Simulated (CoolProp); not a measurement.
Computed with CoolProp (reference Helmholtz-energy equation of state, Thol 2021).

Problem. Give the vapour pressure (MPa), liquid density (kg/m³), vapour density (kg/m³), enthalpy of vaporisation (kJ/kg) of saturated chlorine at 302.7, 310.6, 342.2 K.

Solution. 
```tsv
T (K)	p (MPa)	liquid density (kg/m³)	vapour density (kg/m³)	enthalpy of vaporisation (kJ/kg)
302.7	0.876	1380	27.9	244
310.6	1.07	1350	33.9	238
342.2	2.18	1240	69.1	207
```
